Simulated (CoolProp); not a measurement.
A single-stage vapour-compression cycle with R507A: evaporating at 243.15 K (dew point), condensing at 282.15 K (bubble point), superheat 0 K, subcooling 0 K, compressor efficiency 0.6, no pressure losses. Each further row changes one setting.

The numbers come from the reference Helmholtz-energy equation of state, Lemmon 2003 in CoolProp. It is a pseudo-pure fit of the blend.

```csv
case,cooling COP,pressure ratio,discharge temperature (K),refrigerating effect (kJ/kg),volumetric capacity (kJ/m³)
as stated,3.02,3.86,305.2,133,1500
evaporating temperature 248.15 K,(withheld),3.16,301.6,136,1860
condensing temperature 277.15 K,3.58,3.32,298.1,140,1580
subcooling 5 K,3.18,3.86,305.2,140,1580
superheat 10 K,3.04,3.86,316.2,(withheld),(withheld)
compressor efficiency 0.5,2.52,3.86,(withheld),133,1500
```

Complete the blanks.


- evaporating temperature 248.15 K, cooling COP: 3.62
- superheat 10 K, refrigerating effect (kJ/kg): 142
- superheat 10 K, volumetric capacity (kJ/m³): 1520
- compressor efficiency 0.5, discharge temperature (K): 314.0
